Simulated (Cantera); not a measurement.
A perfectly stirred reactor is fed with 56.8 % NO, 43.2 % N2, at 0.0267 bar; it is held at 2000 K, and followed from long to short residence time.

Model: GRI-Mech 3.0 (53 species, 325 reactions), integrated in Cantera. Radical loss at walls, strong at low pressure, is not modelled.

x: mole fraction; the columns are a selection and need not sum to one.

| τ (s) | x NO | x O2 | x N2 | x NO2 | x O |
|---|---|---|---|---|---|
| 17 | 0.171 | 0.198 | 0.630 | [?] | 0.00186 |
| 4.5 | 0.361 | 0.102 | 0.535 | [?] | 0.00140 |
| 1.2 | 0.509 | 0.0291 | 0.461 | [?] | 0.000870 |
| 0.31 | 0.555 | 0.00636 | 0.438 | [?] | 0.000585 |
| 0.082 | 0.565 | 0.00128 | 0.433 | [?] | 0.000426 |
| 0.022 | 0.567 | 0.000165 | 0.432 | [?] | 0.000232 |
| 0.0057 | 0.568 | 9.79e-6 | 0.432 | [?] | 6.66e-5 |

Question: What belongs in the gaps?

Answer: 
- 17, x NO2: 4.61e-5
- 4.5, x NO2: 6.94e-5
- 1.2, x NO2: 5.24e-5
- 0.31, x NO2: 3.20e-5
- 0.082, x NO2: 2.25e-5
- 0.022, x NO2: 1.34e-5
- 0.0057, x NO2: 3.67e-6
